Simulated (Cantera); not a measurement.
Input (Python, Cantera):

```python
import numpy as np
import cantera as ct

gas = ct.Solution("gri30.yaml")
gas.TPX = 1673, 14000, {'CH4': 1, 'N2': 26}
reactor = ct.IdealGasConstPressureReactor(gas, energy="off", clone=False)
net = ct.ReactorNet([reactor])
net.rtol, net.atol = 1e-08, 1e-18
show = ['CH4', 'HCN', 'C2H6', 'C2H4', 'CH3', 'CH2']
times = np.geomspace(2e-05, 30, 11)

steps = ct.SolutionArray(gas, extra=["t"])
rows = []
print(f"{'t/s':>10s}{'T/K':>9s}{'P/Pa':>11s}" + "".join(f"{s:>11s}" for s in show))
for t in times:
    while net.time < t:
        t_next = net.step()
        steps.append(gas.state, t=t_next)
    rows.append([np.interp(t, steps.t, y) for y in (steps.T, steps.P, *steps(*show).X.T)])
    print(f"{t:10.3e}{rows[-1][0]:9.1f}{rows[-1][1]:11.4g}" + "".join(f"{x:11.3e}" for x in rows[-1][2:]))
rate = np.gradient(steps.T, steps.t)
print("integrator steps:", len(steps.t))
if steps.T.max() > steps.T[0] + 200:
    print(f"time of steepest temperature rise: {steps.t[rate.argmax()]:.4e} s")
gas.TPX = 1673, 14000, {'CH4': 1, 'N2': 26}
gas.equilibrate("TP")
print(f"equilibrium (TP): T = {gas.T:.1f} K  " + "  ".join(f"{s} {gas[s].X[0]:.3e}" for s in show))
```

Result:

```
       t/s      T/K       P/Pa        CH4        HCN       C2H6       C2H4        CH3        CH2
 2.000e-05   1673.0    1.4e+04  3.704e-02  2.729e-16  3.435e-12  2.732e-12  1.222e-06  4.296e-12
 8.292e-05   1673.0    1.4e+04  3.703e-02  6.007e-15  3.264e-10  4.343e-10  5.745e-06  7.523e-11
 3.438e-04   1673.0    1.4e+04  3.701e-02  1.313e-13  2.191e-08  3.877e-08  2.448e-05  9.639e-10
 1.425e-03   1673.0    1.4e+04  3.693e-02  4.549e-12  9.498e-07  2.822e-06  1.002e-04  1.340e-08
 5.908e-03   1673.0    1.4e+04  3.625e-02  3.326e-10  1.917e-05  1.636e-04  3.693e-04  1.553e-07
 2.449e-02   1673.0    1.4e+04  2.754e-02  5.882e-08  5.065e-05  1.738e-03  5.901e-04  4.879e-07
 1.016e-01   1673.0    1.4e+04  1.240e-02  5.723e-07  8.706e-06  2.346e-04  2.568e-04  2.369e-07
 4.210e-01   1673.0    1.4e+04  3.277e-03  1.981e-06  7.344e-07  2.226e-05  7.795e-05  8.887e-08
 1.745e+00   1673.0    1.4e+04  6.587e-04  3.924e-06  3.442e-08  8.394e-06  1.724e-05  2.219e-08
 7.236e+00   1673.0    1.4e+04  1.441e-04  5.873e-06  1.753e-09  7.968e-06  3.863e-06  5.121e-09
 3.000e+01   1673.0    1.4e+04  4.488e-05  8.144e-06  2.127e-10  7.981e-06  1.207e-06  1.607e-09
integrator steps: 1392
equilibrium (TP): T = 1673.0 K  CH4 1.515e-05  HCN 2.969e-02  C2H6 2.677e-11  C2H4 1.347e-06  CH3 4.073e-07  CH2 5.426e-10
```

Model: GRI-Mech 3.0 (53 species, 325 reactions), integrated in Cantera. GRI-Mech 3.0 stops at C3 and has no aromatics, soot or wall deposition, so with more carbon than oxygen in the feed, carbon stays in small species such as C2H2 where larger ones or solid carbon would form.
